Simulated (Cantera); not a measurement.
What does this Cantera script print?

```python
import numpy as np
import cantera as ct

gas_names = """
    CL CLO CL2 H HCL HOCL HO2 H2 H2O H2O2 O OH O2 O3
""".split()
cond_names = """
    H2O(s) H2O(L)
""".split()


def load(file, names, dense=False):
    # The tables refer to 1 bar. Condensed volumes are neglected.
    table = {s.name: s for s in ct.Species.list_from_file(file)}
    out = []
    for n in names:
        d = dict(table[n].input_data)
        d["thermo"] = dict(d["thermo"], **{"reference-pressure": 1e5})
        if dense:
            d["equation-of-state"] = {"model": "constant-volume", "density": "1e6 g/cm^3"}
        out.append(ct.Species.from_dict(d))
    return out


gas = ct.Solution(thermo="ideal-gas", species=load("nasa_gas.yaml", gas_names))
cond = {s.name: ct.Solution(thermo="fixed-stoichiometry", species=[s], name=s.name)
        for s in load("nasa_condensed.yaml", cond_names, dense=True)}
atoms = {
    'HCl': {'H': 1, 'CL': 1},
    'H2O': {'H': 2, 'O': 1},
    'O2': {'O': 2},
}
top_T = {}  # K; cautious upper limits of use, not melting points


def equilibrate(T, P, feed):
    n = {}
    for name, mol in feed.items():
        for a, k in atoms[name].items():
            n[a] = n.get(a, 0.0) + k * mol
    gas.TPX = T, P, n
    mass = sum(n.values()) * gas.mean_molecular_weight
    gas.equilibrate("TP")
    valid = [c for c in cond.values() if c.min_temp <= T <= top_T.get(c.name, c.max_temp)]
    mix = ct.Mixture([(gas, mass / gas.mean_molecular_weight)] + [(c, 0.0) for c in valid])
    mix.T, mix.P = T, P
    mix.equilibrate("TP", solver="vcs", rtol=1e-11, max_steps=5000)
    return mix


results = []
feed = {'HCl': 1, 'H2O': 4.7, 'O2': 0.12}  # mol
P = 1333.22  # Pa
for T in [1248, 1448, 1648, 1848, 2048, 2248, 2448, 2648, 2848, 3048, 3248]:
    mix = equilibrate(T, P, feed)
    results.append((T, P, feed, dict(zip(mix.species_names, mix.species_moles))))

top = {s: max(r[3][s] / sum(r[3][g] for g in gas_names) for r in results) for s in gas_names}
cols = sorted((s for s in top if top[s] > 1e-05), key=lambda s: -top[s])[:5]
seen = [c for c in cond_names if any(r[3].get(c, 0) > 1e-12 for r in results)]
print("log10 of partial pressures in bar; condensed amounts in mol")
print(f"{'T/K':>10s}" + "".join(f"{s[:9]:>10s}" for s in cols + seen))
for T, P, feed, n in results:
    ng = sum(n[g] for g in gas_names)
    print(f"{T:10.4g}" + "".join(f"{np.log10(max(n[s] / ng * P / 1e5, 1e-99)):10.3f}" for s in cols)
          + "".join(f"{n.get(c, 0):10.4g}" for c in seen))
```

Output:

```
log10 of partial pressures in bar; condensed amounts in mol
       T/K       H2O         H         O       HCL        H2
      1248    -1.968   -10.163    -8.959    -2.641    -7.665
      1448    -1.968    -8.145    -7.495    -2.645    -6.218
      1648    -1.968    -6.608    -6.389    -2.652    -5.116
      1848    -1.971    -5.404    -5.517    -2.665    -4.256
      2048    -1.986    -4.455    -4.780    -2.692    -3.610
      2248    -2.028    -3.713    -4.122    -2.744    -3.159
      2448    -2.124    -3.132    -3.551    -2.840    -2.862
      2648    -2.322    -2.686    -3.086    -3.008    -2.707
      2848    -2.697    -2.374    -2.747    -3.275    -2.718
      3048    -3.305    -2.197    -2.543    -3.639    -2.916
      3248    -4.080    -2.120    -2.451    -4.044    -3.248
```

These are equilibrium values from Cantera (NASA tables, ideal gas, pure condensed phases), not measurements of a reactor.
